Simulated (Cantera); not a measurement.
## Cu₂O + CH₄ + CO (carbothermic reduction)

Input: 1 mol Cu₂O, a varied amount of CH₄, 0.072 mol CO, at 902 °C and 1 atm.

Equilibrium computed with Cantera from the NASA thermochemical tables; the gas is ideal and each condensed phase is pure. Candidate condensed phases: C, C₆H₆, C₇H₈, C₈H₁₈, Cu, CuO, Cu(OH)₂, Cu₂O, H₂O; 113 gas species. Equilibrium is a limit: real reactors are often held back by kinetics, nucleation or transport.

| n(CH₄) (mol) | x H₂ | x H₂O | x CO | x CO₂ | x CH₄ | x C₂H₄ | x HCHO (formaldehyde) | n Cu(s) | n C(graphite) |
|---|---|---|---|---|---|---|---|---|---|
| 0.32 | 0.198 | 0.422 | 0.143 | 0.237 | 1.80e-6 | <1e-12 | 1.44e-8 | 2.00 | 0 |
| 0.42 | 0.342 | 0.289 | 0.223 | 0.147 | 2.10e-5 | 1.18e-11 | 3.87e-8 | 2.00 | 0 |
| 0.53 | 0.446 | 0.192 | 0.271 | 0.0911 | 8.54e-5 | 1.14e-10 | 6.14e-8 | 2.00 | 0 |
| 0.63 | 0.512 | 0.130 | 0.299 | 0.0591 | 0.000211 | 5.28e-10 | 7.78e-8 | 2.00 | 0 |
| 0.73 | 0.562 | 0.0832 | 0.318 | 0.0367 | 0.000462 | 2.10e-9 | 9.07e-8 | 2.00 | 0 |
| 0.84 | 0.603 | 0.0440 | 0.333 | 0.0190 | 0.00113 | 1.09e-8 | 1.02e-7 | 2.00 | 0 |
| 0.94 | 0.631 | 0.0171 | 0.342 | 0.00723 | 0.00342 | 9.15e-8 | 1.10e-7 | 2.00 | 0 |
| 1 | 0.640 | 0.00767 | 0.341 | 0.00320 | 0.00794 | 4.80e-7 | 1.11e-7 | 2.00 | 0.00883 |
| 1.1 | 0.661 | 0.00744 | 0.321 | 0.00282 | 0.00847 | 5.12e-7 | 1.08e-7 | 2.00 | 0.106 |
| 1.2 | 0.679 | 0.00721 | 0.302 | 0.00251 | 0.00895 | 5.41e-7 | 1.04e-7 | 2.00 | 0.203 |
| 1.3 | 0.695 | 0.00698 | 0.286 | 0.00224 | 0.00939 | 5.67e-7 | 1.01e-7 | 2.00 | 0.299 |
x: gas mole fraction; n: condensed amount in mol.

From 0.32 mol CH₄ to 0.94 mol CH₄ the condensed part is Cu(s). From 1 mol CH₄ to 1.3 mol CH₄ the condensed part is C(graphite) + Cu(s).
